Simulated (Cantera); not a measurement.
A Cantera script and what it prints.

```python
import numpy as np
import cantera as ct

gas_names = """
    CL CL2 H HCL H2 N NH NH2 NH3 N2 N2H2 N2H4 Si SiCL SiCL2 SiCL3 SiCL4 SiH SiHCL3 SiH2 SiH2CL2 SiH3
    SiH3CL SiH4 SiN Si2 Si2N Si3
""".split()
cond_names = """
    NH4CL(a) NH4CL(b) Si(cr) Si(L) Si3N4(a)
""".split()


# ... load() reads the species with a 1 bar reference pressure and builds the phases ...
atoms = {
    'Si3H8': {'Si': 3, 'H': 8},
    'HCl': {'H': 1, 'CL': 1},
    'N2': {'N': 2},
}
top_T = {'Si3N4(a)': 2400}  # K; cautious upper limits of use, not melting points


# ... equilibrate(T, P, feed) seeds the gas with the atoms and calls Mixture.equilibrate('TP', solver="vcs", rtol=1e-11, max_steps=5000) ...
results = []
T = 1173  # K
P = 10000  # Pa
for m in [13, 19, 28, 40, 58, 84, 120, 170, 250]:
    feed = {'Si3H8': 1, 'HCl': 0.036, 'N2': m}  # mol
    mix = equilibrate(T, P, feed)
    results.append((T, P, feed, dict(zip(mix.species_names, mix.species_moles))))
    x = sorted(zip(gas.X, gas.species_names), reverse=True)
    print(f"T = {T:g} K  P = {P:g} Pa  n(N2) = {m:g} mol  gas = {mix.phase_moles(0):.4g} mol")
    print("   x: " + "  ".join(f"{s} {v:.3e}" for v, s in x if v > 0.001))
    print("   condensed (mol): " + ("  ".join(f"{mix.phase(i).name} {mix.phase_moles(i):.4g}"
          for i in range(1, mix.n_phases) if mix.phase_moles(i) > 1e-12) or "none"))
```

It prints:

```
T = 1173 K  P = 10000 Pa  n(N2) = 13 mol  gas = 15.04 mol
   x: N2 7.316e-01  H2 2.660e-01  HCL 2.394e-03
   condensed (mol): Si3N4(a) 1
T = 1173 K  P = 10000 Pa  n(N2) = 19 mol  gas = 21.04 mol
   x: N2 8.081e-01  H2 1.901e-01  HCL 1.711e-03
   condensed (mol): Si3N4(a) 1
T = 1173 K  P = 10000 Pa  n(N2) = 28 mol  gas = 30.04 mol
   x: N2 8.656e-01  H2 1.332e-01  HCL 1.199e-03
   condensed (mol): Si3N4(a) 1
T = 1173 K  P = 10000 Pa  n(N2) = 40 mol  gas = 42.04 mol
   x: N2 9.040e-01  H2 9.516e-02
   condensed (mol): Si3N4(a) 1
T = 1173 K  P = 10000 Pa  n(N2) = 58 mol  gas = 60.04 mol
   x: N2 9.328e-01  H2 6.663e-02
   condensed (mol): Si3N4(a) 1
T = 1173 K  P = 10000 Pa  n(N2) = 84 mol  gas = 86.04 mol
   x: N2 9.531e-01  H2 4.649e-02
   condensed (mol): Si3N4(a) 1
T = 1173 K  P = 10000 Pa  n(N2) = 120 mol  gas = 122 mol
   x: N2 9.669e-01  H2 3.278e-02
   condensed (mol): Si3N4(a) 1
T = 1173 K  P = 10000 Pa  n(N2) = 170 mol  gas = 172 mol
   x: N2 9.765e-01  H2 2.325e-02
   condensed (mol): Si3N4(a) 1
T = 1173 K  P = 10000 Pa  n(N2) = 250 mol  gas = 252 mol
   x: N2 9.840e-01  H2 1.587e-02
   condensed (mol): Si3N4(a) 1
```

These are equilibrium values from Cantera (NASA tables, ideal gas, pure condensed phases), not measurements of a reactor. The feed counts by its element totals alone. N2 is the only nitrogen source here; it is nearly inert below about 1500 K, so the nitride shown seldom forms there in practice.
